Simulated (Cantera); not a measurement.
An adiabatic, constant-volume homogeneous reactor starts with CH4 : CO : O2 : N2 = 1 : 0.031 : 2.19 : 8.24 (molar parts), equivalence ratio 0.92, at 1675 K and 210 Torr. Integrator tolerance rtol = 1e-08.

Detailed kinetics in Cantera: GRI-Mech 3.0 (53 species, 325 reactions).

### Question
What does this change do: 0.085 parts H2 added?

### Answer
```
quantity                                                          before                                  after
---------------------------------  -------------------------------------  -------------------------------------
time of steepest temperature rise                               0.759 ms                               0.609 ms
temperature at 0.800 s                                            2801 K                                 2808 K
equilibrium temperature                                           2801 K                                 2808 K
x(CH4) at 0.800 s                  <1e-12 (gas-phase equilibrium <1e-12)  <1e-12 (gas-phase equilibrium <1e-12)
x(CO) at 0.800 s                   0.0465 (gas-phase equilibrium 0.0465)  0.0474 (gas-phase equilibrium 0.0474)
x(O2) at 0.800 s                   0.0319 (gas-phase equilibrium 0.0319)  0.0301 (gas-phase equilibrium 0.0301)
x(CH2CO) at 0.800 s                <1e-12 (gas-phase equilibrium <1e-12)  <1e-12 (gas-phase equilibrium <1e-12)
x(OH) at 0.800 s                   0.0274 (gas-phase equilibrium 0.0274)  0.0278 (gas-phase equilibrium 0.0278)
```
